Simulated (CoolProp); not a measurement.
Vapour-liquid equilibrium of isohexane (1) + n-heptane (2) at 98.05 °C; x and y are mole fractions of (1).

Model: multi-fluid Helmholtz-energy mixture model, Lemmon 2006 and Span 2003; pair parameters Bell 2016, in CoolProp.

```csv
x,bubble pressure (bar),y at the bubble point,dew pressure at overall composition x (bar),liquid density (mol/L)
0.05,1.097,0.126,1.039,6.160
0.2,1.377,0.404,1.160,6.241
0.35,1.657,0.591,1.312,6.323
0.5,1.942,0.727,1.509,6.406
0.65,2.233,0.831,1.771,6.489
0.8,2.531,0.914,2.138,6.572
0.95,2.836,0.981,2.689,6.653
```

No azeotrope shows between x = 0.05 and 0.95.

Pair parameters are fitted to limited data, so mixtures are less certain than the pure fluids.
